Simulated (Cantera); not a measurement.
A closed system holds: 1 mol Si, 8 mol F2, 3 mol H2, held at 13300 Pa.

These are equilibrium values from Cantera (NASA tables, ideal gas, pure condensed phases), not measurements of a reactor. Candidate condensed phases: Si; 25 gas species. The numbers say what is thermodynamically allowed, not how fast it happens. All values below are at 700 K.

Base state: HF 0.599, F2 0.299, SiF4 0.0999, F 0.00216 (mole fractions); condensed: gas only.

Problem. What changes in the equilibrium state with this change: H2 from 3 to 22 mol?

Solution. 
```csv
species,before,after
H2,<1e-9,0.552
HF,0.599,0.414
SiF4,0.0999,0.0345
F2,0.299,<1e-9
F,0.00216,<1e-9
```
